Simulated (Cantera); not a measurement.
Cantera with NASA thermochemical tables; ideal gases at 1 bar, condensed phases pure. Values are per mole of reaction as written; species without (g) are pure solids or liquids, kept so even where they would boil at 1 bar.

Problem. Between 300 and 925 K, where is each reaction favourable under standard conditions?
- 2 Ca(OH)₂ + NH₃(g) = 7 H(g) + NO₂(g) + 2 CaO

Solution. 
- 2 Ca(OH)₂ + NH₃(g) = 7 H(g) + NO₂(g) + 2 CaO: ΔG° is 2080 kJ at 300 K and 1588 kJ at 925 K; it stays positive (K < 1). ΔH° is 2329 kJ and ΔS° 801 J/K at 925 K.
